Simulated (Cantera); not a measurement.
A jet of CH4 : O2 : N2 = 0.034 : 0.15 : 0.79 (molar parts), equivalence ratio 0.45 at 300 K and 44.3 Torr hits a platinum plate 9.6 cm away at a mass flux of 0.049 kg/m²/s; the plate temperature is set and raised in steps from an oxygen-covered start.

Model: Deutschmann's 1995 Pt surface mechanism with GRI-Mech 3.0 gas chemistry, integrated in Cantera. Catalytic surfaces can have several steady states; this one follows from the mechanism file's or the stated starting coverage.

x: mole fraction at the wall; θ: surface coverage.

```csv
plate T (K),wall x CH4,wall x O2,wall x H2O,wall x OH,wall x CO,wall x CO2,θ free Pt,θ O*,θ OH*
950,0.0163,0.114,0.0347,1.20e-7,8.97e-6,0.0229,0.287,0.712,0.00111
1000,[?],0.105,[?],[?],9.10e-6,[?],[?],[?],0.00108
1050,0.00924,0.0993,0.0475,7.94e-7,9.30e-6,0.0315,0.432,0.567,0.00100
1100,[?],0.0952,0.0510,[?],9.68e-6,0.0338,[?],[?],[?]
1150,0.00588,0.0924,0.0534,3.46e-6,1.04e-5,0.0354,0.567,0.432,0.000792
1200,0.00491,0.0906,0.0550,6.46e-6,1.14e-5,0.0364,0.628,0.371,0.000689
1250,0.00422,0.0895,0.0561,1.13e-5,1.30e-5,0.0369,0.684,0.316,0.000594
```

Task: What belongs in the gaps?

Result: 
- 1000, wall x CH4: 0.0121
- 1000, wall x H2O: 0.0423
- 1000, wall x OH: 3.29e-7
- 1000, wall x CO2: 0.0280
- 1000, θ free Pt: 0.360
- 1000, θ O*: 0.639
- 1100, wall x CH4: 0.00725
- 1100, wall x OH: 1.73e-6
- 1100, θ free Pt: 0.502
- 1100, θ O*: 0.497
- 1100, θ OH*: 0.000899
